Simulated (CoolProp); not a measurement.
Vapour pressure (kPa) of sulfur dioxide: the reference equation beside estimates from Tc = 430.6 K, pc = 7887 kPa, ω = 0.256. Clausius-Clapeyron is anchored at 274.5 K with a constant enthalpy of vaporisation of 24.30 kJ/mol.

Computed with CoolProp (reference Helmholtz-energy equation of state, Gao 2016).

```tsv
T (K)	reference	Clausius-Clapeyron	van der Waals	Redlich-Kwong	Soave-Redlich-Kwong
238.5	29.44	32.93	424.7	?	29.04
247.5	47.82	51.42	532.0	101.3	47.25
256.5	?	?	656.7	149.5	73.88
265.5	112.5	114.5	800.0	213.6	?
274.5	164.3	164.3	963.1	296.6	163.2
283.5	233.3	230.3	1147	401.7	232.3
292.5	323.3	316.3	1353	531.9	322.4
301.5	438.0	426.2	1582	690.6	437.8
310.5	581.8	564.5	?	880.9	582.6
319.5	759.0	735.9	2113	1106	761.6
328.5	974.3	945.5	2417	1369	979.5
337.5	1233	1199	2747	1673	1241
```

**Question.** Fill in the missing entries.

**Answer.** 
- 238.5, Redlich-Kwong: 66.09
- 256.5, reference: 74.65
- 256.5, Clausius-Clapeyron: 77.82
- 265.5, Soave-Redlich-Kwong: 111.5
- 310.5, van der Waals: 1835

Absolute difference from the reference over all 12 rows, mean and median: Clausius-Clapeyron 3.6 and 2.9 %, van der Waals 489.0 and 355.1 %, Redlich-Kwong 72.9 and 68.4 %, Soave-Redlich-Kwong 0.6 and 0.6 %.
